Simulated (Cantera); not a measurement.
A closed system holds: 1 mol C₂H₄, 0.19 mol NH₃, 44 mol H₂, at 427 °C.

Cantera equilibrium calculation (NASA polynomials, part measured and part estimated; ideal gas, pure solids and liquids). Candidate condensed phases: C, C₆H₆, C₇H₈, C₈H₁₈; 92 gas species. Rates play no part.

### Question
At 750 Torr, list the 4 most abundant gas species with their mole fractions, and the condensed phases.

### Answer
H₂ 0.953, CH₄ 0.0451, N₂ 0.00195, NH₃ 0.000385. Condensed: gas only.
